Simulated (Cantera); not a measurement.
Charge: 1 mol Cu, 0.63 mol F2, 0.74 mol N2, held at 848 K and 0.000330 bar.

Cantera equilibrium calculation (NASA polynomials, part measured and part estimated; ideal gas, pure solids and liquids). Candidate condensed phases: Cu, CuF2; 11 gas species. Kinetics and transport are ignored.

Base state: N2 1.000, CuF 0.000196, CuF2 0.000148 (mole fractions); condensed: Cu(s) + CuF2(s).

Q: What changes in the equilibrium state with this change: 0.43 mol H2O added?

A: 
```tsv
species	before	after
HF	0	0.537
N2	1.000	0.462
O2	0	0.00120
CuF2	0.000148	0.000148
CuF	0.000196	2.82e-5
Cu(s), mol	0.370	0
CuF2(s), mol	0.630	0.200
CuO(s), mol	0	0.0523
Cu2O(s), mol	0	0.374
```
Further candidate phases: CuO, Cu(OH)2, Cu2O, H2O.

Q: What changes in the equilibrium state with this change: temperature from 848 K to 1450 K?

A: 
```tsv
species	before	after
CuF	0.000196	0.426
N2	1.000	0.424
CuF2	0.000148	0.147
F	<1e-9	0.00226
Cu	<1e-9	5.35e-5
Cu(s), mol	0.370	0
CuF2(s), mol	0.630	0
```
